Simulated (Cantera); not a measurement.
Input: 1 mol C, 0.37 mol CO2, 7.5 mol H2, held at 16.0 bar.

Equilibrium computed with Cantera from the NASA thermochemical tables; the gas is ideal and each condensed phase is pure. Candidate condensed phases: C, C6H6, C7H8, C8H18, H2O; 110 gas species. Equilibrium is a limit: real reactors are often held back by kinetics, nucleation or transport.

Over these rows the condensed part is C(graphite). Partial pressures as log10 of bar:

| T (K) | 1000/T (1/K) | log p H2O | log p H2 | log p CO |
|---|---|---|---|---|
| 1648 | 0.6068 | -1.87 | 1.15 | 0.16 |
| 1848 | 0.5411 | -2.33 | 1.16 | 0.16 |
| 2048 | 0.4883 | ? | 1.16 | 0.16 |
| 2248 | 0.4448 | -2.99 | 1.16 | 0.16 |
| 2448 | 0.4085 | -3.24 | 1.16 | 0.16 |
| 2648 | 0.3776 | -3.46 | 1.15 | 0.16 |

Q: Fit log p(H2O) = a + b·(1000/T) to the five rows, give the apparent enthalpy, and predict the row at 2048 K.

A: Means: 1000/T = 0.4758, log p = -2.778. Sxy = 0.252839, Sxx = 0.0365586, so b = 6.92 and a = -2.778 − (6.92)×0.4758 = -6.07.
Apparent enthalpy: −19.145 × (6.92) = -132 kJ/mol. With the condensed phases at unit activity, H2(g) + CO(g) = H2O(g) + C(graphite) links this pressure to the main gases: over the six rows their terms move log p by +0.00 in all, so the slope is close to that reaction's ΔH°. The five rows lie within 0.01 of the line.
Prediction at 2048 K: -6.07 + (6.92)×0.4883 = -2.69. The computed value is -2.69, 0.00 from the line.
